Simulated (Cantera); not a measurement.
Cantera run, input and output.

```python
import numpy as np
import cantera as ct

gas = ct.Solution("h2o2.yaml")
gas.TPX = 1175, 100000, {'H2': 1.4, 'O2': 1, 'N2': 4.2}
inlet = ct.Reservoir(gas, clone=True)

reactor = ct.IdealGasConstPressureReactor(gas, energy="off", clone=False)
exhaust = ct.Reservoir(gas, clone=True)
tau = [26, 3.4, 0.45, 0.06, 0.0078, 0.001, 0.00014][0]
for a, b in ((inlet, reactor), (reactor, exhaust)):
    ct.MassFlowController(a, b, mdot=lambda t: reactor.mass / tau)
net = ct.ReactorNet([reactor])
show = ['H2', 'O2', 'O', 'H2O', 'H2O2', 'OH', 'HO2']

rows = []
print(f"{'tau/s':>10s}{'T/K':>9s}" + "".join(f"{s:>11s}" for s in show))
for tau in [26, 3.4, 0.45, 0.06, 0.0078, 0.001, 0.00014]:
    net.initial_time = 0.0
    net.advance(30 * tau)
    before = gas.X
    net.advance(40 * tau)
    drift = np.max(np.abs(gas.X - before) / (gas.X + 1e-9))
    rows.append([gas.T, *gas[show].X, drift])
    print(f"{tau:10.3e}{gas.T:9.1f}" + "".join(f"{x:11.3e}" for x in gas[show].X))
```

Output:

```
     tau/s      T/K         H2         O2          O        H2O       H2O2         OH        HO2
 2.600e+01   1175.0  3.788e-05  5.086e-02  2.444e-07  2.372e-01  4.613e-08  1.351e-05  1.497e-06
 3.400e+00   1175.0  1.595e-04  5.091e-02  1.274e-06  2.371e-01  2.275e-07  2.439e-05  5.727e-06
 4.500e-01   1175.0  5.640e-04  5.109e-02  7.101e-06  2.366e-01  1.079e-06  5.151e-05  1.627e-05
 6.000e-02   1175.0  1.715e-03  5.159e-02  3.627e-05  2.353e-01  2.940e-06  1.243e-04  3.361e-05
 7.800e-03   1175.0  4.917e-03  5.301e-02  1.620e-04  2.314e-01  4.897e-06  3.205e-04  5.378e-05
 1.000e-03   1175.0  1.397e-02  5.714e-02  6.103e-04  2.203e-01  6.774e-06  8.066e-04  7.197e-05
 1.400e-04   1175.0  3.708e-02  6.830e-02  1.847e-03  1.902e-01  8.042e-06  1.775e-03  8.703e-05
```

Detailed kinetics in Cantera: the H2/O2 subset of GRI-Mech 3.0, which has no nitrogen chemistry. The temperature is held fixed by assumption; the heat of reaction is taken as removed at once.
